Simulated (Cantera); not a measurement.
A Cantera script and its output.

```python
import numpy as np
import cantera as ct

gas = ct.Solution("gri30.yaml")
gas.TPX = 1825, 100000, {'C2H6': 1, 'N2': 1.4}
reactor = ct.IdealGasConstPressureReactor(gas, energy="off", clone=False)
net = ct.ReactorNet([reactor])
net.rtol, net.atol = 1e-08, 1e-18
show = ['C2H6', 'CH2', 'CH3', 'HCN', 'C2H4', 'CH4', 'H']
times = np.geomspace(1e-06, 8, 15)

steps = ct.SolutionArray(gas, extra=["t"])
rows = []
print(f"{'t/s':>10s}{'T/K':>9s}{'P/Pa':>11s}" + "".join(f"{s:>11s}" for s in show))
for t in times:
    while net.time < t:
        t_next = net.step()
        steps.append(gas.state, t=t_next)
    rows.append([np.interp(t, steps.t, y) for y in (steps.T, steps.P, *steps(*show).X.T)])
    print(f"{t:10.3e}{rows[-1][0]:9.1f}{rows[-1][1]:11.4g}" + "".join(f"{x:11.3e}" for x in rows[-1][2:]))
rate = np.gradient(steps.T, steps.t)
print("integrator steps:", len(steps.t))
if steps.T.max() > steps.T[0] + 200:
    print(f"time of steepest temperature rise: {steps.t[rate.argmax()]:.4e} s")
gas.TPX = 1825, 100000, {'C2H6': 1, 'N2': 1.4}
gas.equilibrate("TP")
print(f"equilibrium (TP): T = {gas.T:.1f} K  " + "  ".join(f"{s} {gas[s].X[0]:.3e}" for s in show))
```

Output:

```
       t/s      T/K       P/Pa       C2H6        CH2        CH3        HCN       C2H4        CH4          H
 1.000e-06   1825.0      1e+05  3.706e-01  3.915e-05  2.839e-02  2.071e-08  8.117e-03  7.425e-03  3.712e-04
 3.112e-06   1825.0      1e+05  2.452e-01  6.664e-05  3.854e-02  2.308e-07  6.869e-02  3.865e-02  7.765e-04
 9.686e-06   1825.0      1e+05  6.991e-02  4.270e-05  2.330e-02  4.908e-07  1.441e-01  1.051e-01  9.614e-04
 3.015e-05   1825.0      1e+05  4.893e-03  8.975e-06  6.187e-03  6.123e-07  1.078e-01  1.306e-01  5.891e-04
 9.382e-05   1825.0      1e+05  3.581e-04  1.302e-06  1.858e-03  6.077e-07  5.620e-02  1.236e-01  2.264e-04
 2.920e-04   1825.0      1e+05  1.508e-04  7.307e-07  1.309e-03  5.927e-07  1.817e-02  1.145e-01  1.885e-04
 9.088e-04   1825.0      1e+05  1.202e-04  7.004e-07  1.195e-03  6.018e-07  3.136e-03  9.946e-02  2.114e-04
 2.828e-03   1825.0      1e+05  6.406e-05  5.433e-07  8.822e-04  6.539e-07  2.290e-03  7.200e-02  2.326e-04
 8.803e-03   1825.0      1e+05  1.906e-05  3.260e-07  4.868e-04  7.760e-07  1.956e-03  3.837e-02  2.621e-04
 2.740e-02   1825.0      1e+05  3.700e-06  1.516e-07  2.087e-04  9.833e-07  1.925e-03  1.590e-02  2.856e-04
 8.527e-02   1825.0      1e+05  1.178e-06  7.815e-08  1.032e-04  1.291e-06  1.951e-03  7.744e-03  2.951e-04
 2.654e-01   1825.0      1e+05  9.926e-07  6.896e-08  9.047e-05  1.989e-06  1.955e-03  6.777e-03  2.963e-04
 8.259e-01   1825.0      1e+05  9.921e-07  6.893e-08  9.043e-05  4.256e-06  1.955e-03  6.773e-03  2.963e-04
 2.570e+00   1825.0      1e+05  9.920e-07  6.893e-08  9.043e-05  1.243e-05  1.955e-03  6.773e-03  2.963e-04
 8.000e+00   1825.0      1e+05  9.919e-07  6.893e-08  9.043e-05  4.389e-05  1.955e-03  6.773e-03  2.963e-04
integrator steps: 1545
equilibrium (TP): T = 1825.0 K  C2H6 7.179e-07  CH2 5.855e-08  CH3 7.693e-05  HCN 1.271e-01  C2H4 1.411e-03  CH4 5.771e-03  H 2.967e-04
```

Cantera simulation using GRI-Mech 3.0 (53 species, 325 reactions); the numbers are that mechanism's predictions, not measurements. GRI-Mech 3.0 stops at C3 and has no aromatics, soot or wall deposition, so with more carbon than oxygen in the feed, carbon stays in small species such as C2H2 where larger ones or solid carbon would form.
